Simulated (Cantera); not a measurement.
Charge: 1 mol MgSO₄, 0.33 mol H₂, 0.013 mol CO₂, held at 1200 °C and 0.160 bar.

Method: chemical equilibrium by Gibbs-energy minimisation in Cantera with the NASA 1993 tables (ideal gas, pure condensed phases). Candidate condensed phases: C, C₆H₆, C₇H₈, C₈H₁₈, H₂O, H₂SO₄, Mg, MgCO₃, MgO, Mg(OH)₂, MgS, MgSO₄, S; 130 gas species. Equilibrium is a limit: real reactors are often held back by kinetics, nucleation or transport.

Base state: SO₂ 0.593, O₂ 0.198, H₂O 0.197, CO₂ 0.00776, SO₃ 0.00454, OH 0.000135 (mole fractions); condensed: MgO(s).

Problem. What changes in the equilibrium state with this change: temperature from 1200 °C to 1727 °C?

Solution. 
```csv
species,before,after
SO₂,0.593,0.594
O₂,0.198,0.198
H₂O,0.197,0.194
OH,0.000135,0.00444
SO₃,0.00454,0.000594
H,3.81e-8,7.21e-5
SO,7.51e-7,0.000496
CO,1.41e-7,5.70e-5
"MgO(s), mol",1.00,1.000
```
